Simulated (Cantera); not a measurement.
An isothermal, constant-pressure homogeneous reactor starts with CH4 : CO2 = 1 : 1.3 (molar parts), at 1375 K and 12000 Torr.

Detailed kinetics in Cantera: GRI-Mech 3.0 (53 species, 325 reactions). The pressure lies above the range GRI-Mech 3.0 was tuned for (to about 10 atm).

Question: Predict: x(CH4) at 90.0 s; x(CO2) at 90.0 s; x(OH) at 90.0 s; x(H2) at 90.0 s; x(C2H6) at 90.0 s.

Answer: 
- x(CH4) at 90.0 s = 0.182 (gas-phase equilibrium 0.00437)
- x(CO2) at 90.0 s = 0.177 (gas-phase equilibrium 0.0278)
- x(OH) at 90.0 s = 5.64e-9 (gas-phase equilibrium 1.13e-9)
- x(H2) at 90.0 s = 0.131 (gas-phase equilibrium 0.414)
- x(C2H6) at 90.0 s = 0.000500 (gas-phase equilibrium 9.16e-8)
